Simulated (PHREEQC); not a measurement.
A solution holds 0.14 mol/kgw H2SO4, 0.066 mol/kgw ZnSO4 and 9.3e-05 mol/kgw MnSO4, at 25 °C. Closed to the air; pH follows from the charge balance.

Model: ion-association model, phreeqc.dat, run in PHREEQC.

Precipitation was switched off in this run.

### Question
Order these Zn species by the share of Zn that they hold, largest first: Zn(SO4)2-2, Zn+2, ZnSO4.

### Answer
Zn+2 (60 %), ZnSO4 (31 %), Zn(SO4)2-2 (8.7 %)

The pH is 0.95 and the ionic strength 0.305 mol/kgw. Species that the database lacks are ignored.
